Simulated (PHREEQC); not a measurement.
Make-up at 16 °C: 3.3 mol NaBr and 0.17 mol H3BO3 per kg of water. Closed to the air; pH follows from the charge balance.

Computed with PHREEQC (Pitzer model, pitzer.dat).

This is a speciation only: nothing precipitates in the calculation.

**Question.** What pH, osmotic coefficient, activity of water does the model give?

**Answer.** pH 4.41; osmotic coefficient 1.104; activity of water 0.874.

Complexes and solids missing from the database can't appear. In brines, pH and single-ion activities rest on the MacInnes convention.
